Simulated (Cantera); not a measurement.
Mixture: CH4 : O2 : N2 = 1 : 2.22 : 8.36 (molar parts), at 5.00 bar, adiabatic and at constant volume. Ignition delay is the time to a rise of 400 K.

Model: GRI-Mech 3.0 (53 species, 325 reactions), integrated in Cantera.

What does this change do: pressure from 5.00 bar to 1.00 bar?


| quantity | before | after |
|---|---|---|
| delay at 1050 K | 75.3 ms | 0.433 s |
| delay at 1150 K | 17.7 ms | 87.2 ms |
| delay at 1250 K | 4.81 ms | 20.6 ms |
| delay at 1350 K | 1.47 ms | 5.66 ms |
| delay at 1450 K | 0.499 ms | 1.80 ms |
| delay at 1550 K | 0.187 ms | 0.668 ms |
| delay at 1650 K | 78.1 µs | 0.290 ms |
| apparent activation energy between 1450 and 1650 K | 180 kJ/mol | 180 kJ/mol |
